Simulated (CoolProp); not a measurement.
Hexamethyldisiloxane (MM) at several states: fugacity coefficient from the reference equation and from simpler models built on Tc = 518.7 K, pc = 19.31 bar, ω = 0.418; each cubic takes its own stable root.

Computed with CoolProp (reference Helmholtz-energy equation of state, Thol 2016).

| T (K) | p (bar) | phase | reference |
|---|---|---|---|
| 221.9 | 2.42 | liquid | 8.827e-5 |
| 448.9 | 18.6 | liquid | 0.2873 |
| 523.7 | 1.44 | gas | 0.9743 |
| 445.6 | 0.113 | gas | 0.9965 |
| 600.3 | 0.101 | gas | 0.9989 |
| 471 | 2.42 | gas | 0.9377 |

### Question
How far does each simpler model (van der Waals, Soave-Redlich-Kwong) lie from the reference over these 6 states: mean and median of the absolute difference, and the worst?

### Answer
- van der Waals: mean 13727.4 %, median 1.0 %, worst +82294.9 % at 221.9 K and 2.42 bar
- Soave-Redlich-Kwong: mean 2.0 %, median 0.2 %, worst +7.6 % at 221.9 K and 2.42 bar
